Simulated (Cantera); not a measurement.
# Dilute partial oxidation

An isothermal, constant-pressure homogeneous reactor starts with 0.985 % CH₄, 0.483 % O₂, 98.5 % N₂, equivalence ratio 4.1, at 1100 K and 10.0 bar.

Detailed kinetics in Cantera: GRI-Mech 3.0 (53 species, 325 reactions).

| t (s) | x CH₄ | x O₂ | x CH₂ | x OH | x H₂O | x HCN | x C₂H₄ |
|---|---|---|---|---|---|---|---|
| 0.000400 | 0.00985 | 0.00483 | <1e-12 | <1e-12 | 8.96e-11 | <1e-12 | <1e-12 |
| 0.00108 | 0.00985 | 0.00483 | <1e-12 | <1e-12 | 8.27e-10 | <1e-12 | <1e-12 |
| 0.00291 | 0.00985 | 0.00483 | <1e-12 | 2.58e-12 | 6.85e-9 | <1e-12 | 2.26e-12 |
| 0.00783 | 0.00985 | 0.00483 | <1e-12 | 6.15e-12 | 4.95e-8 | <1e-12 | 7.51e-11 |
| 0.0211 | 0.00985 | 0.00483 | <1e-12 | 8.03e-12 | 2.39e-7 | <1e-12 | 8.25e-10 |
| 0.0569 | 0.00985 | 0.00483 | <1e-12 | 8.89e-12 | 8.15e-7 | <1e-12 | 3.82e-9 |
| 0.153 | 0.00985 | 0.00483 | <1e-12 | 1.13e-11 | 2.66e-6 | <1e-12 | 1.78e-8 |
| 0.413 | 0.00984 | 0.00482 | <1e-12 | 1.94e-11 | 1.02e-5 | <1e-12 | 1.26e-7 |
| 1.11 | 0.00978 | 0.00478 | <1e-12 | 5.60e-11 | 5.78e-5 | <1e-12 | 1.89e-6 |
| 3.00 | 0.00885 | 0.00407 | <1e-12 | 6.83e-10 | 0.000935 | <1e-12 | 9.72e-5 |
x: mole fraction; the columns are a selection and need not sum to one.

Equilibrium at this temperature and pressure: CH₄ 0.000285, O₂ <1e-12, CH₂ <1e-12, OH <1e-12, H₂O 6.81e-5, HCN 1.09e-5, C₂H₄ 1.62e-8 (gas phase only).
